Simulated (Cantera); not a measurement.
# Oxide etching and cleaning by halides: SiO2 + HCl

Charge: 1 mol SiO2, 11 mol HCl, held at 1150 °C and 2.30e-5 bar.

These are equilibrium values from Cantera (NASA tables, ideal gas, pure condensed phases), not measurements of a reactor. Candidate condensed phases: H2O, Si, SiO2; 30 gas species. The tables hold silica as quartz up to 1696 K and as liquid above; real silica turns to tridymite and cristobalite and melts near 1996 K. Rates play no part.

- x(HCl) = 0.979
- x(Cl) = 0.0137
- x(H2) = 0.00659
- x(H2O) = 0.000218
- x(SiO) = 0.000216
- x(H) = 0.000113
- x(Cl2) = 3.77e-6
- n(SiO2(β-quartz)) = 0.998 mol
- gas amount = 11.08 mol
- log10 activity of Si(s) (absent) = -8.75
